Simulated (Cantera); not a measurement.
Adiabatic ignition

An adiabatic, constant-volume homogeneous reactor starts with CO : H2 : CH4 : O2 : N2 : CO2 = 1 : 0.43 : 0.18 : 1.43 : 5.39 : 0.022 (molar parts), equivalence ratio 0.75, at 1675 K and 2030 Torr.

Computed with Cantera and GRI-Mech 3.0 (53 species, 325 reactions).

| t (s) | T (K) | P (bar) | x CO | x H2 | x CH4 | x OH | x H2O2 | x H2O |
|---|---|---|---|---|---|---|---|---|
| 4.00e-6 | 1676 | 2.70 | 0.118 | 0.0506 | 0.0210 | 5.23e-5 | 1.22e-7 | 0.000341 |
| 1.23e-5 | 2378 | 3.81 | 0.0797 | 0.0103 | <1e-12 | 0.0215 | 4.15e-7 | 0.0631 |
| 3.78e-5 | 2920 | 4.52 | 0.0549 | 0.00620 | <1e-12 | 0.0222 | 5.79e-7 | 0.0772 |
| 0.000116 | 2953 | 4.56 | 0.0522 | 0.00584 | <1e-12 | 0.0213 | 6.59e-7 | 0.0787 |
| 0.000357 | 2942 | 4.53 | 0.0520 | 0.00586 | <1e-12 | 0.0204 | 6.28e-7 | 0.0793 |
| 0.00110 | 2938 | 4.53 | 0.0519 | 0.00586 | <1e-12 | 0.0201 | 6.17e-7 | 0.0795 |
| 0.00337 | 2937 | 4.53 | 0.0519 | 0.00586 | <1e-12 | 0.0201 | 6.17e-7 | 0.0795 |
| 0.0103 | 2937 | 4.53 | 0.0519 | 0.00586 | <1e-12 | 0.0201 | 6.17e-7 | 0.0795 |
| 0.0318 | 2937 | 4.53 | 0.0519 | 0.00586 | <1e-12 | 0.0201 | 6.17e-7 | 0.0795 |
| 0.0976 | 2937 | 4.53 | 0.0519 | 0.00586 | <1e-12 | 0.0201 | 6.17e-7 | 0.0795 |
| 0.300 | 2937 | 4.53 | 0.0519 | 0.00586 | <1e-12 | 0.0201 | 6.17e-7 | 0.0795 |
x: mole fraction; the columns are a selection and need not sum to one.

```
Item                                                                Result
---------------------------------  ---------------------------------------
time of steepest temperature rise                                  8.15 µs
temperature at 0.300 s                                              2937 K
equilibrium temperature                                             2937 K
x(CO) at 0.300 s                     0.0519 (gas-phase equilibrium 0.0519)
x(H2) at 0.300 s                   0.00586 (gas-phase equilibrium 0.00586)
x(CH4) at 0.300 s                    <1e-12 (gas-phase equilibrium <1e-12)
```
